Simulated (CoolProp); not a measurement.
Vapour-liquid equilibrium of CH2F2 (R32) (1) + R227EA (2) at 206.7 K; x and y are mole fractions of (1).

The numbers come from the multi-fluid Helmholtz-energy mixture model, Tillner-Roth 1997 and Lemmon 2016; pair parameters Bell 2016 in CoolProp.

| x | bubble pressure (MPa) | y at the bubble point | dew pressure at overall composition x (MPa) | liquid density (mol/L) |
|---|---|---|---|---|
| 0.05 | 0.009086 | 0.365 | 0.006340 | 10.36 |
| 0.15 | 0.01519 | 0.658 | 0.007011 | 11.08 |
| 0.25 | 0.02083 | 0.777 | 0.007843 | 11.88 |
| 0.35 | 0.02566 | 0.838 | 0.008898 | 12.80 |
| 0.45 | 0.02963 | 0.876 | 0.01028 | 13.84 |
| 0.55 | 0.03286 | 0.901 | 0.01217 | 15.05 |
| 0.65 | 0.03560 | 0.921 | 0.01492 | 16.46 |
| 0.75 | 0.03810 | 0.940 | 0.01923 | 18.14 |
| 0.85 | 0.04060 | 0.960 | 0.02680 | 20.16 |
| 0.95 | 0.04331 | 0.985 | 0.03940 | 22.63 |

No azeotrope shows between x = 0.05 and 0.95.

Pair parameters are fitted to limited data, so mixtures are less certain than the pure fluids.
